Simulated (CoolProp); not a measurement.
Carbon monoxide at 293.15 K and 6.07 MPa is throttled through a valve to 4.11 MPa with no heat exchange. Each further row changes one setting.

Values from CoolProp's reference Helmholtz-energy equation of state, Lemmon 2006. It is a short technical equation, of lower accuracy than the large ones.

```
case                      temperature change (K)    final phase  final density (kg/m³)
------------------------  ----------------------  -------------  ---------------------
as stated                                   -4.2  supercritical                   48.6
outlet pressure 1.23 MPa                   -11.4            gas                   14.8
outlet pressure 5.34 MPa                    -1.5  supercritical                   62.5
```
